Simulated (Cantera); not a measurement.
Feed: 1 mol Al(CH3)3, 0.87 mol N2, at 1.00 bar.

Method: chemical equilibrium by Gibbs-energy minimisation in Cantera with the NASA 1993 tables (ideal gas, pure condensed phases). Candidate condensed phases: Al, AlN, C, C6H6, C7H8, C8H18; 97 gas species. The feed counts by its element totals alone. The numbers say what is thermodynamically allowed, not how fast it happens.

x: gas mole fraction; n: condensed amount in mol.

```json
[
 {"T (K)": "1125", "x H2": "0.899", "x N2": "0.0777", "x CH4": "0.0233", "x HCN": "…", "n AlN(s)": "1.00", "n C(graphite)": "2.89"},
 {"T (K)": "1225", "x H2": "0.912", "x N2": "0.0768", "x CH4": "0.0109", "x HCN": "…", "n AlN(s)": "1.00", "n C(graphite)": "2.95"},
 {"T (K)": "1325", "x H2": "0.918", "x N2": "0.0764", "x CH4": "0.00566", "x HCN": "…", "n AlN(s)": "1.00", "n C(graphite)": "2.97"},
 {"T (K)": "1425", "x H2": "0.920", "x N2": "0.0761", "x CH4": "0.00319", "x HCN": "…", "n AlN(s)": "1.00", "n C(graphite)": "2.98"},
 {"T (K)": "1525", "x H2": "0.922", "x N2": "0.0759", "x CH4": "0.00194", "x HCN": "…", "n AlN(s)": "1.00", "n C(graphite)": "2.99"},
 {"T (K)": "1625", "x H2": "0.922", "x N2": "0.0757", "x CH4": "0.00125", "x HCN": "…", "n AlN(s)": "1.00", "n C(graphite)": "2.99"},
 {"T (K)": "1725", "x H2": "0.922", "x N2": "0.0755", "x CH4": "0.000850", "x HCN": "…", "n AlN(s)": "1.000", "n C(graphite)": "2.99"},
 {"T (K)": "1825", "x H2": "0.922", "x N2": "0.0751", "x CH4": "0.000602", "x HCN": "…", "n AlN(s)": "1.000", "n C(graphite)": "2.99"},
 {"T (K)": "1925", "x H2": "0.921", "x N2": "0.0745", "x CH4": "0.000443", "x HCN": "…", "n AlN(s)": "1.000", "n C(graphite)": "2.98"},
 {"T (K)": "2025", "x H2": "0.919", "x N2": "0.0737", "x CH4": "0.000335", "x HCN": "…", "n AlN(s)": "0.999", "n C(graphite)": "2.97"}
]
```

Some entries are withheld; supply them.


- 1125, x HCN: 8.11e-6
- 1225, x HCN: 2.59e-5
- 1325, x HCN: 6.91e-5
- 1425, x HCN: 0.000160
- 1525, x HCN: 0.000333
- 1625, x HCN: 0.000630
- 1725, x HCN: 0.00111
- 1825, x HCN: 0.00182
- 1925, x HCN: 0.00284
- 2025, x HCN: 0.00423
